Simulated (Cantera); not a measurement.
A closed system holds: 1 mol C2H5OH, 0.0081 mol O2, 4.4 mol H2, equilibrated at 1.33 mbar.

These are equilibrium values from Cantera (NASA tables, ideal gas, pure condensed phases), not measurements of a reactor. Candidate condensed phases: C, C6H6, C7H8, C8H18, H2O; 131 gas species. Ions and electrons are included (thermal ionisation). The numbers say what is thermodynamically allowed, not how fast it happens.

### Question
Which condensed phases are stable at each of these points (T (°C)): 1727, 1977, 2227, 2477, 2727, 2977, 3227, 3477, 3727, 3977, 4227, 4477, 4727?

### Answer
```json
[
 {"T (°C)": "1727", "condensed phases": "C(graphite)", "C condensed (%)": "48.6"},
 {"T (°C)": "1977", "condensed phases": "C(graphite)", "C condensed (%)": "46.9"},
 {"T (°C)": "2227", "condensed phases": "C(graphite)", "C condensed (%)": "42.8"},
 {"T (°C)": "2477", "condensed phases": "C(graphite)", "C condensed (%)": "9.3"},
 {"T (°C)": "2727", "condensed phases": "gas only", "C condensed (%)": "0.0"},
 {"T (°C)": "2977", "condensed phases": "gas only", "C condensed (%)": "0.0"},
 {"T (°C)": "3227", "condensed phases": "gas only", "C condensed (%)": "0.0"},
 {"T (°C)": "3477", "condensed phases": "gas only", "C condensed (%)": "0.0"},
 {"T (°C)": "3727", "condensed phases": "gas only", "C condensed (%)": "0.0"},
 {"T (°C)": "3977", "condensed phases": "gas only", "C condensed (%)": "0.0"},
 {"T (°C)": "4227", "condensed phases": "gas only", "C condensed (%)": "0.0"},
 {"T (°C)": "4477", "condensed phases": "gas only", "C condensed (%)": "0.0"},
 {"T (°C)": "4727", "condensed phases": "gas only", "C condensed (%)": "0.0"}
]
```

From 1727 °C to 2477 °C the condensed part is C(graphite). From 2727 °C to 4727 °C nothing is condensed.
